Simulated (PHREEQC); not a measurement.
A column of 0.1 m (30 cells, dispersivity 0.008 m, 300 s a shift, diffusion coefficient 3e-10 m²/s) holds 0.014 eq of the database's cation exchanger X per kg of pore water, first in equilibrium with 0.57 mmol/kgw PbCl2 and 0.01 mmol/kgw HCl. It is flushed with 0.0022 mol LiCl, 0.006 mol SrCl2 and 1e-05 mol HCl per kg of water, at 15 °C. Values are for the last cell. The system is closed to CO2. Precipitation was switched off in this run.

The numbers come from PHREEQC with the ion-association model, phreeqc.dat.

```tsv
pore volumes	Sr in solution (mol/kgw)	Li in solution (mol/kgw)	Pb in solution (mol/kgw)	Cl in solution (mol/kgw)	LiX on the exchanger (mol/kgw)	SrX2 on the exchanger (mol/kgw)
0	0	0	0.000570	0.00115	0	0
0.35	0	3.38e-6	0.000593	0.00120	4.80e-7	0
0.85	1.93e-5	0.000785	0.00283	0.00650	5.32e-5	3.58e-5
1.35	0.000987	0.00176	0.00415	0.0120	9.40e-5	0.00113
1.683	0.00216	0.00203	0.00353	0.0134	0.000105	0.00235
2.017	0.00323	0.00214	0.00267	0.0139	0.000111	0.00349
2.517	0.00438	0.00219	0.00161	0.0142	0.000114	0.00483
3.017	0.00508	0.00220	0.000916	0.0142	0.000116	0.00572
3.35	0.00538	0.00220	0.000620	0.0142	0.000117	0.00611
3.683	0.00558	0.00220	0.000415	0.0142	0.000117	0.00638
4.183	0.00578	0.00220	0.000224	0.0142	0.000117	0.00664
4.683	0.00588	0.00220	0.000119	0.0142	0.000117	0.00678
5.017	0.00592	0.00220	7.80e-5	0.0142	0.000118	0.00683
```

Complexes and solids missing from the database can't appear.
